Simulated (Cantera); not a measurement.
What does this Cantera script print?

```python
import numpy as np
import cantera as ct

gas_names = """
    AL ALH ALI ALI3 ALN AL2 AL2I6 H HI H2 I I2 N NH NH2 NH3 N2 N2H2 N2H4
""".split()
cond_names = """
    AL(cr) AL(L) ALI3(s) ALI3(L) ALN(s) I2(cr) I2(L)
""".split()


# ... load() reads the species with a 1 bar reference pressure and builds the phases ...
atoms = {
    'AlN': {'AL': 1, 'N': 1},
    'HI': {'H': 1, 'I': 1},
}
top_T = {'ALN(s)': 2750}  # K; cautious upper limits of use, not melting points


# ... equilibrate(T, P, feed) seeds the gas with the atoms and calls Mixture.equilibrate('TP', solver="vcs", rtol=1e-11, max_steps=5000) ...
results = []
feed = {'AlN': 1, 'HI': 0.2}  # mol
P = 13332.2  # Pa
for T in [973, 1023, 1073, 1123, 1173, 1223, 1273, 1323, 1373, 1423, 1473, 1523, 1573]:
    mix = equilibrate(T, P, feed)
    results.append((T, P, feed, dict(zip(mix.species_names, mix.species_moles))))

top = {s: max(r[3][s] / sum(r[3][g] for g in gas_names) for r in results) for s in gas_names}
cols = sorted((s for s in top if top[s] > 0.001), key=lambda s: -top[s])[:8]
seen = [c for c in cond_names if any(r[3].get(c, 0) > 1e-12 for r in results)]
print("log10 of partial pressures in bar; condensed amounts in mol")
print(f"{'T/K':>10s}" + "".join(f"{s[:9]:>10s}" for s in cols + seen))
for T, P, feed, n in results:
    ng = sum(n[g] for g in gas_names)
    print(f"{T:10.4g}" + "".join(f"{np.log10(max(n[s] / ng * P / 1e5, 1e-99)):10.3f}" for s in cols)
          + "".join(f"{n.get(c, 0):10.4g}" for c in seen))
```

Output:

```
log10 of partial pressures in bar; condensed amounts in mol
       T/K        HI        H2         I      ALI3        N2       ALI        I2    ALN(s)
       973    -1.277    -1.401    -2.685    -1.616    -1.916    -9.454    -2.635    0.9633
      1023    -1.306    -1.385    -2.502    -1.603    -1.904    -8.566    -2.673    0.9621
      1073    -1.335    -1.373    -2.337    -1.595    -1.896    -7.761    -2.711    0.9612
      1123    -1.363    -1.363    -2.189    -1.592    -1.893    -7.030    -2.749    0.9607
      1173    -1.393    -1.354    -2.056    -1.594    -1.895    -6.362    -2.788    0.9605
      1223    -1.422    -1.348    -1.935    -1.601    -1.902    -5.749    -2.828    0.9607
      1273    -1.453    -1.344    -1.827    -1.614    -1.915    -5.186    -2.871    0.9613
      1323    -1.485    -1.341    -1.729    -1.631    -1.932    -4.666    -2.916    0.9623
      1373    -1.518    -1.339    -1.642    -1.654    -1.954    -4.185    -2.964    0.9635
      1423    -1.553    -1.339    -1.564    -1.684    -1.981    -3.740    -3.015     0.965
      1473    -1.591    -1.341    -1.495    -1.721    -2.011    -3.326    -3.071    0.9666
      1523    -1.631    -1.345    -1.435    -1.768    -2.041    -2.945    -3.132     0.968
      1573    -1.677    -1.351    -1.385    -1.833    -2.065    -2.596    -3.201    0.9687
```

Method: chemical equilibrium by Gibbs-energy minimisation in Cantera with the NASA 1993 tables (ideal gas, pure condensed phases).
